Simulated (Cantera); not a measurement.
Input: 1 mol Si3N4, 0.39 mol CO2, 240 mol H2, equilibrated at 3.10 Pa.

Cantera equilibrium calculation (NASA polynomials, part measured and part estimated; ideal gas, pure solids and liquids). Candidate condensed phases: C, C6H6, C7H8, C8H18, H2O, Si, SiC, SiO2, Si2N2O, Si3N4; 151 gas species. Mutual solubility and eutectic melting of coexisting phases are not modelled. Rates play no part.

Question: Which condensed phases are stable at each of these points (T (°C)): 752, 802, 852, 902, 952, 1002, 1052, 1102, 1152, 1202, 1252, 1302, 1352, 1402?

Answer: 
| T (°C) | condensed phases | Si condensed (%) |
|---|---|---|
| 752 | SiC(s) + Si2N2O(s) + Si3N4(s) | 100.0 |
| 802 | SiC(s) + Si2N2O(s) + Si3N4(s) | 100.0 |
| 852 | SiC(s) + Si2N2O(s) + Si3N4(s) | 100.0 |
| 902 | SiC(s) + Si2N2O(s) + Si3N4(s) | 100.0 |
| 952 | SiC(s) + Si2N2O(s) + Si3N4(s) | 99.9 |
| 1002 | Si(s) + SiC(s) + Si2N2O(s) | 99.4 |
| 1052 | Si(s) + SiC(s) + Si2N2O(s) | 91.0 |
| 1102 | Si(s) + SiC(s) | 74.3 |
| 1152 | Si(s) + SiC(s) | 74.1 |
| 1202 | Si(s) + SiC(s) | 73.1 |
| 1252 | Si(s) + SiC(s) | 69.7 |
| 1302 | Si(s) + SiC(s) | 59.4 |
| 1352 | Si(s) + SiC(s) | 30.7 |
| 1402 | SiC(s) | 9.3 |

From 752 °C to 952 °C the condensed part is SiC(s) + Si2N2O(s) + Si3N4(s). From 1002 °C to 1052 °C the condensed part is Si(s) + SiC(s) + Si2N2O(s). From 1102 °C to 1352 °C the condensed part is Si(s) + SiC(s). At 1402 °C the condensed part is SiC(s).
